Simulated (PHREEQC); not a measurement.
**Hard or scaling water: speciation**

A solution holds 8.3 mmol/kgw MgCl2, 0.19 mmol/kgw NaF and 0.2 mmol/kgw NaCl, at 20 °C. Closed to the air; pH follows from the charge balance.

Model: ion-association model, phreeqc.dat, run in PHREEQC.

Precipitation was switched off in this run.

Q: Estimate the pH, specific conductance.

A: pH 6.90; specific conductance 1680 µS/cm.

Q: In which forms is F present?

A: F- 78 %, MgF+ 22 % of the F.
